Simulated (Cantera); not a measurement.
Cantera run, input and output.

```python
import numpy as np
import cantera as ct

gas = ct.Solution("h2o2.yaml")


def delay(T, t_max=10):
    gas.TPX = T, 101325, {'H2': 1, 'O2': 0.781, 'N2': 4.69, 'H2O': 0.53}
    reactor = ct.IdealGasConstPressureReactor(gas, clone=False)
    net = ct.ReactorNet([reactor])
    net.rtol, net.atol = 1e-8, 1e-16
    while net.time < t_max:
        t_old, T_old = net.time, reactor.T
        net.step()
        if reactor.T > T + 400:  # ignition: a rise of 400 K
            return t_old + (T + 400 - T_old) / (reactor.T - T_old) * (net.time - t_old)
    return np.nan


taus = []
for T in [1173, 1273, 1373, 1473, 1573, 1673, 1773, 1873, 1973, 2073]:
    taus.append(delay(T))
    print(f"T0 = {T:6g} K   tau = {taus[-1]:.4e} s")
```

Result:

```
T0 =   1173 K   tau = 9.6564e-05 s
T0 =   1273 K   tau = 5.9889e-05 s
T0 =   1373 K   tau = 4.5765e-05 s
T0 =   1473 K   tau = 4.0391e-05 s
T0 =   1573 K   tau = 3.9526e-05 s
T0 =   1673 K   tau = 4.1467e-05 s
T0 =   1773 K   tau = 4.5438e-05 s
T0 =   1873 K   tau = 5.1080e-05 s
T0 =   1973 K   tau = 5.8278e-05 s
T0 =   2073 K   tau = 6.7159e-05 s
```

Model: the H2/O2 subset of GRI-Mech 3.0, which has no nitrogen chemistry, integrated in Cantera. Where the delays flatten at high temperature, the 400 K rule measures the pace of heat release, not the induction time.
